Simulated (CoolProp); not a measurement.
R152A along the isotherm 300 K: density (kg/m³) from the reference equation and from simpler models built on Tc = 386.4 K, pc = 45.17 bar, ω = 0.275; each cubic takes its own stable root.

Computed with CoolProp (reference Helmholtz-energy equation of state, Outcalt 1996). It is a modified Benedict-Webb-Rubin equation, recast in Helmholtz form.

```tsv
p (bar)	phase	reference	van der Waals	Soave-Redlich-Kwong	Peng-Robinson
0.714	gas	1.919	1.907	1.914	1.915
1.11	gas	3.009	2.979	2.996	3.000
1.73	gas	4.753	4.680	4.721	4.730
2.7	gas	7.586	7.395	7.503	___
4.2	gas	12.25	___	12.02	12.08
6.54	liquid	894.8	18.92	736.3	835.3
10.2	liquid	896.3	___	738.2	837.2
15.8	liquid	898.4	492.5	740.9	839.9
24.7	liquid	901.6	499.7	745.2	___
38.4	liquid	906.5	___	751.3	850.3
59.8	liquid	913.5	521.5	___	859.2
93.1	liquid	923.7	536.4	___	871.6
145	liquid	937.7	554.1	788.9	888.2
226	liquid	956.6	574.1	809.8	909.4
```

**Question.** Some entries are withheld; supply them.

**Answer.** 
- 2.7, Peng-Robinson: 7.525
- 4.2, van der Waals: 11.74
- 10.2, van der Waals: 31.39
- 24.7, Peng-Robinson: 844.2
- 38.4, van der Waals: 509.2
- 59.8, Soave-Redlich-Kwong: 760.2
- 93.1, Soave-Redlich-Kwong: 772.5

At some of these states van der Waals gives the other phase, because its saturation line lies elsewhere.
